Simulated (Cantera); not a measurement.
A closed system holds: 1 mol c-C4F8, 3.4 mol H2, held at 1777 °C.

Method: chemical equilibrium by Gibbs-energy minimisation in Cantera with the NASA 1993 tables (ideal gas, pure condensed phases). Candidate condensed phases: C, C6H6, C7H8, C8H18; 95 gas species. The feed counts by its element totals alone. Gases not in the tables: C2F6 and larger saturated fluorocarbons. The numbers say what is thermodynamically allowed, not how fast it happens.

Q: At 2.40 Torr, list the 5 most abundant gas species with their mole fractions, and the condensed phases.

A: HF 0.910, F 0.0444, CF2 0.0326, CF4 0.0122, CF3 0.000623. Condensed: C(graphite).
